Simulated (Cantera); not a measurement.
**Equilibrium for silicon nitride deposition: trisilylamine + N₂ + H₂ + NH₃**

Charge: 1 mol trisilylamine, 2 mol N₂, 0.64 mol H₂, a varied amount of NH₃, equilibrated at 0.000530 bar.

Method: chemical equilibrium by Gibbs-energy minimisation in Cantera with the NASA 1993 tables (ideal gas, pure condensed phases). Candidate condensed phases: Si, Si₃N₄; 18 gas species. The feed counts by its element totals alone. Mutual solubility and eutectic melting of coexisting phases are not modelled. Equilibrium is a limit: real reactors are often held back by kinetics, nucleation or transport.

Stable condensed phases:

```
T in °C \ n(NH₃) in mol
         0.77  1.4  2.5  4.6  8.4   15   28
   1752     A    A    A    A    B    B    B
   1652     A    A    A    A    A    A    A
   1552     A    A    A    A    A    A    A
   1452     A    A    A    A    A    A    A
   1352     A    A    A    A    A    A    A
   1252     C    C    D    D    D    D    D
   1152     D    D    D    D    D    D    D
   1052     D    D    D    D    D    D    D
    952     D    D    D    D    D    D    D
    852     D    D    D    D    D    D    D
    752     D    D    D    D    D    D    D
    652     D    D    D    D    D    D    D
    552     D    D    D    D    D    D    D
    452     D    D    D    D    D    D    D
```

A: Si; B: gas only; C: Si + Si₃N₄; D: Si₃N₄.
